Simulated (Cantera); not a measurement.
What does this Cantera script print?

```python
import numpy as np
import cantera as ct

gas_names = """
    H H2 H2S N NH NH2 NH3 N2 N2H2 N2H4 S SH SN S2 S8
""".split()
cond_names = """
    S(cr1) S(cr2) S(L)
""".split()


# ... load() reads the species with a 1 bar reference pressure and builds the phases ...
atoms = {
    'H2S': {'H': 2, 'S': 1},
    'H2': {'H': 2},
    'N2': {'N': 2},
}
top_T = {}  # K; cautious upper limits of use, not melting points


# ... equilibrate(T, P, feed) seeds the gas with the atoms and calls Mixture.equilibrate('TP', solver="vcs", rtol=1e-11, max_steps=5000) ...
results = []
feed = {'H2S': 1, 'H2': 0.14, 'N2': 0.19}  # mol
T = 1900  # K
for P in [10, 200, 3900, 77000, 1500000, 30000000]:
    mix = equilibrate(T, P, feed)
    results.append((T, P, feed, dict(zip(mix.species_names, mix.species_moles))))
    x = sorted(zip(gas.X, gas.species_names), reverse=True)
    print(f"T = {T:g} K  P = {P:g} Pa  gas = {mix.phase_moles(0):.4g} mol")
    print("   x: " + "  ".join(f"{s} {v:.3e}" for v, s in x if v > 1e-05))
    print("   condensed (mol): " + ("  ".join(f"{mix.phase(i).name} {mix.phase_moles(i):.4g}"
          for i in range(1, mix.n_phases) if mix.phase_moles(i) > 1e-12) or "none"))
```

Output:

```
T = 1900 K  P = 10 Pa  gas = 1.957 mol
   x: H2 5.420e-01  S2 2.086e-01  N2 9.711e-02  S 7.292e-02  H 5.842e-02  SH 1.902e-02  H2S 1.947e-03
   condensed (mol): none
T = 1900 K  P = 200 Pa  gas = 1.849 mol
   x: H2 5.886e-01  S2 2.456e-01  N2 1.027e-01  SH 2.151e-02  S 1.769e-02  H 1.361e-02  H2S 1.026e-02
   condensed (mol): none
T = 1900 K  P = 3900 Pa  gas = 1.797 mol
   x: H2 5.781e-01  S2 2.435e-01  N2 1.058e-01  H2S 4.431e-02  SH 2.123e-02  S 3.990e-03  H 3.055e-03
   condensed (mol): none
T = 1900 K  P = 77000 Pa  gas = 1.697 mol
   x: H2 5.043e-01  S2 2.061e-01  H2S 1.580e-01  N2 1.119e-01  SH 1.824e-02  S 8.260e-04  H 6.422e-04
   condensed (mol): none
T = 1900 K  P = 1.5e+06 Pa  gas = 1.536 mol
   x: H2S 3.837e-01  H2 3.526e-01  S2 1.277e-01  N2 1.237e-01  SH 1.200e-02  S 1.473e-04  H 1.217e-04  NH3 2.647e-05
   condensed (mol): none
T = 1900 K  P = 3e+07 Pa  gas = 1.403 mol
   x: H2S 6.084e-01  H2 2.010e-01  N2 1.353e-01  S2 4.937e-02  SH 5.636e-03  NH3 2.384e-04  H 2.054e-05  S 2.048e-05
   condensed (mol): none
```

Equilibrium computed with Cantera from the NASA thermochemical tables; the gas is ideal and each condensed phase is pure. The ideal-gas law is rough above about 30 bar.
